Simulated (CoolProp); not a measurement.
Model: reference Helmholtz-energy equation of state, Thol 2019, in CoolProp.

Problem. For n-hexane, give the phase and the cp (kJ/(kg K)), cv (kJ/(kg K)), isothermal compressibility (1/MPa), expansivity (1/kK) at 186.05 °C and 164 bar.

Solution. 
- 186.05 °C and 164 bar: liquid; cp 2.91, cv 2.39, isothermal compressibility 0.00510, expansivity 1.76
